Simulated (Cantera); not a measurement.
A freely propagating, adiabatic, planar premixed flame of 37.1 % H2, 13.2 % O2, 44.9 % N2, 4.82 % H2O, unburnt at 350 K and 720000 Pa; mixture-averaged transport, grid criteria slope 0.08 and curve 0.16, no radiation.

Detailed kinetics in Cantera: the H2/O2 subset of GRI-Mech 3.0, which has no nitrogen chemistry. The hydrogen kinetics of GRI-Mech 3.0 are dated; newer H2 mechanisms differ, most at raised pressure. Burning velocities carry a grid error of a few per cent, more on coarse grids.

x: mole fraction of selected species; z is measured from the peak of heat release.

```json
[
 {"z (mm)": "-0.0862", "T (K)": "350", "u (m/s)": "3.21", "x H2": "0.371", "x O2": "0.132", "x H2O": "0.0482", "x O": "<1e-8", "x OH": "<1e-8", "x H": "<1e-8"},
 {"z (mm)": "-0.0575", "T (K)": "350", "u (m/s)": "3.21", "x H2": "0.371", "x O2": "0.132", "x H2O": "0.0482", "x O": "<1e-8", "x OH": "<1e-8", "x H": "<1e-8"},
 {"z (mm)": "-0.0431", "T (K)": "351", "u (m/s)": "3.21", "x H2": "0.370", "x O2": "0.133", "x H2O": "0.0483", "x O": "<1e-8", "x OH": "<1e-8", "x H": "<1e-8"},
 {"z (mm)": "-0.0287", "T (K)": "355", "u (m/s)": "3.23", "x H2": "0.366", "x O2": "0.133", "x H2O": "0.0487", "x O": "9.54e-8", "x OH": "2.13e-8", "x H": "<1e-8"},
 {"z (mm)": "-0.0144", "T (K)": "456", "u (m/s)": "4.00", "x H2": "0.337", "x O2": "0.137", "x H2O": "0.0561", "x O": "5.27e-6", "x OH": "1.91e-5", "x H": "2.22e-6"},
 {"z (mm)": "-0.00718", "T (K)": "817", "u (m/s)": "6.88", "x H2": "0.288", "x O2": "0.127", "x H2O": "0.0939", "x O": "0.000163", "x OH": "0.000899", "x H": "0.00118"},
 {"z (mm)": "0", "T (K)": "1284", "u (m/s)": "10.6", "x H2": "0.227", "x O2": "0.0956", "x H2O": "0.167", "x O": "0.00120", "x OH": "0.00212", "x H": "0.00949"},
 {"z (mm)": "0.00718", "T (K)": "1611", "u (m/s)": "13.1", "x H2": "0.171", "x O2": "0.0568", "x H2O": "0.242", "x O": "0.00250", "x OH": "0.00431", "x H": "0.0211"},
 {"z (mm)": "0.0144", "T (K)": "___", "u (m/s)": "14.6", "x H2": "___", "x O2": "___", "x H2O": "___", "x O": "___", "x OH": "___", "x H": "0.0282"},
 {"z (mm)": "0.0287", "T (K)": "1979", "u (m/s)": "16.0", "x H2": "0.112", "x O2": "0.00814", "x H2O": "0.331", "x O": "0.00208", "x OH": "0.00885", "x H": "0.0288"},
 {"z (mm)": "0.0575", "T (K)": "2115", "u (m/s)": "17.0", "x H2": "0.109", "x O2": "0.00212", "x H2O": "0.346", "x O": "0.00118", "x OH": "0.00827", "x H": "0.0213"},
 {"z (mm)": "0.115", "T (K)": "2212", "u (m/s)": "17.6", "x H2": "0.110", "x O2": "0.000825", "x H2O": "0.353", "x O": "0.000515", "x OH": "0.00605", "x H": "0.0133"},
 {"z (mm)": "0.230", "T (K)": "2274", "u (m/s)": "18.0", "x H2": "0.111", "x O2": "0.000300", "x H2O": "0.358", "x O": "0.000184", "x OH": "0.00385", "x H": "0.00770"}
]
```

Question: Fill in the missing entries.

Answer: 
- 0.0144, T (K): 1801
- 0.0144, x H2: 0.136
- 0.0144, x O2: 0.0290
- 0.0144, x H2O: 0.292
- 0.0144, x O: 0.00271
- 0.0144, x OH: 0.00667
